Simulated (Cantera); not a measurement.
## Transport properties of process gases

Gas mixture: 9.02 % CO, 33.1 % N2, 33.1 % H2, 24.8 % CH4, at 0.355 atm, frozen composition.

Cantera's kinetic-theory transport with the Lennard-Jones parameters of GRI-Mech 3.0, ideal gas; thermal conductivity in the multicomponent form. The composition is frozen, though it would react at the higher temperatures.

```csv
T (K),ρ (kg/m³),cp (J/kg/K),μ (µPa s),λ (mW/m/K),Pr,D (cm²/s) H,D (cm²/s) C2H2,D (cm²/s) O
400,0.178,1952,19.3,73.3,0.514,6.50,1.06,1.97
650,0.110,2210,27.1,112,0.537,15.0,2.48,4.50
900,0.0791,2467,33.7,151,0.550,25.9,4.31,7.76
1150,0.0619,2681,39.6,190,0.557,39.1,6.51,11.7
1400,0.0509,2850,45.0,229,0.560,54.2,9.05,16.2
1650,0.0431,2984,50.0,266,0.560,71.3,11.9,21.2
```
D: mixture-averaged diffusion coefficient of that species in the mixture.
